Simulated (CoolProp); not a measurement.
Properties of ammonia along the isotherm 40.85 °C (Tc = 132.4 °C, pc = 11.36 MPa, ω = 0.256).

Model: reference Helmholtz-energy equation of state, Gao 2020, in CoolProp.

```json
[
 {"p (MPa)": "7.69", "phase": "liquid", "Z": "0.08572", "viscosity (µPa s)": "118"},
 {"p (MPa)": "15.4", "phase": "liquid", "Z": "0.1694", "viscosity (µPa s)": "124"},
 {"p (MPa)": "23.1", "phase": "liquid", "Z": "0.2510", "viscosity (µPa s)": "129"},
 {"p (MPa)": "30.8", "phase": "liquid", "Z": "0.3311", "viscosity (µPa s)": "134"},
 {"p (MPa)": "38.5", "phase": "liquid", "Z": "0.4098", "viscosity (µPa s)": "139"},
 {"p (MPa)": "46.2", "phase": "liquid", "Z": "0.4873", "viscosity (µPa s)": "143"},
 {"p (MPa)": "53.8", "phase": "liquid", "Z": "0.5628", "viscosity (µPa s)": "148"},
 {"p (MPa)": "61.5", "phase": "liquid", "Z": "0.6382", "viscosity (µPa s)": "152"},
 {"p (MPa)": "69.2", "phase": "liquid", "Z": "0.7128", "viscosity (µPa s)": "156"},
 {"p (MPa)": "76.9", "phase": "liquid", "Z": "0.7866", "viscosity (µPa s)": "160"},
 {"p (MPa)": "84.6", "phase": "liquid", "Z": "0.8596", "viscosity (µPa s)": "164"},
 {"p (MPa)": "92.3", "phase": "liquid", "Z": "0.9319", "viscosity (µPa s)": "168"},
 {"p (MPa)": "100", "phase": "liquid", "Z": "1.004", "viscosity (µPa s)": "172"}
]
```

Viscosity comes from a separate model (Fenghour 1995).
